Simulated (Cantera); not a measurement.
A perfectly stirred reactor is fed with 6.18 % CH₃OH, 19.7 % O₂, 74.1 % N₂, equivalence ratio 0.47, at 19.0 bar; it is adiabatic with a 450 K inlet, and is followed from long to short residence time, starting on the burning branch (τ in s: 0.24, 0.076, 0.024, 0.0075, 0.0023, 0.00073, 0.00023, 7.2e-05, 2.2e-05, 7e-06).

Model: GRI-Mech 3.0 (53 species, 325 reactions), integrated in Cantera. GRI-Mech 3.0 was tuned for natural gas; its chemistry of methanol as a main component is partial and can be far from experiment. The pressure lies above the range GRI-Mech 3.0 was tuned for (to about 10 atm).

One state of this run: T (K) = 1560; x CH₃OH = 0.000140; x O₂ = 0.104; x NO = 3.11e-7; x HO₂ = 6.37e-5; x OH = 7.78e-5; x NO₂ = 1.25e-7; x H = 2.00e-6. x: mole fraction; the columns are a selection and need not sum to one.

Task: Which value of τ (s) does it belong to?
A. 2.2e-5
B. 0.00073
C. 7.2e-5
D. 0.0023

Result: D, 0.0023
